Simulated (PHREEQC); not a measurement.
Make-up at 25 °C: 0.0615 mol NaOH, 0.0055 mol Na2SiO3 and 0.0084 mol K2CO3 per kg of water. Closed to the air; pH follows from the charge balance.

The numbers come from PHREEQC with the ion-association model, phreeqc.dat.

This is a speciation only: nothing precipitates in the calculation.

Estimate the pH, ionic strength.

pH 12.69; ionic strength 0.0942 mol/kgw.

In which forms is Si present?

H3SiO4- 60 %, H2SiO4-2 40 % of the Si.
